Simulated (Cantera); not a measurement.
# Adiabatic ignition

An adiabatic, constant-pressure homogeneous reactor starts with 26.0 % H2, 8.12 % O2, 65.9 % N2, at 1823 K and 683 Torr.

Computed with Cantera and GRI-Mech 3.0 (53 species, 325 reactions).

| t (s) | T (K) | x H2 | x O2 | x H2O | x H | x NO2 | x NO |
|---|---|---|---|---|---|---|---|
| 7.00e-6 | 1828 | 0.248 | 0.0764 | 0.00800 | 0.00722 | <1e-12 | 1.72e-9 |
| 2.46e-5 | 2045 | 0.0858 | 0.00680 | 0.126 | 0.0897 | 4.03e-10 | 1.74e-5 |
| 8.64e-5 | 2337 | 0.0936 | 0.00402 | 0.139 | 0.0597 | 1.72e-9 | 7.50e-5 |
| 0.000303 | 2618 | 0.0994 | 0.00157 | 0.154 | 0.0323 | 9.54e-9 | 0.000282 |
| 0.00107 | 2726 | 0.102 | 0.000766 | 0.161 | 0.0216 | 3.48e-8 | 0.000858 |
| 0.00374 | 2725 | 0.103 | 0.000713 | 0.161 | 0.0211 | 6.64e-8 | 0.00167 |
| 0.0131 | 2724 | 0.103 | 0.000707 | 0.161 | 0.0211 | 7.20e-8 | 0.00182 |
| 0.0462 | 2724 | 0.103 | 0.000707 | 0.161 | 0.0211 | 7.20e-8 | 0.00182 |
| 0.162 | 2724 | 0.103 | 0.000707 | 0.161 | 0.0211 | 7.20e-8 | 0.00182 |
| 0.569 | 2724 | 0.103 | 0.000707 | 0.161 | 0.0211 | 7.20e-8 | 0.00182 |
| 2.00 | 2724 | 0.103 | 0.000707 | 0.161 | 0.0211 | 7.20e-8 | 0.00182 |
x: mole fraction; the columns are a selection and need not sum to one.

- time of steepest temperature rise = 9.54 µs
- temperature at 2.00 s = 2724 K
- equilibrium temperature = 2724 K
- x(H2) at 2.00 s = 0.103 (gas-phase equilibrium 0.103)
- x(O2) at 2.00 s = 0.000707 (gas-phase equilibrium 0.000707)
- x(H2O) at 2.00 s = 0.161 (gas-phase equilibrium 0.161)
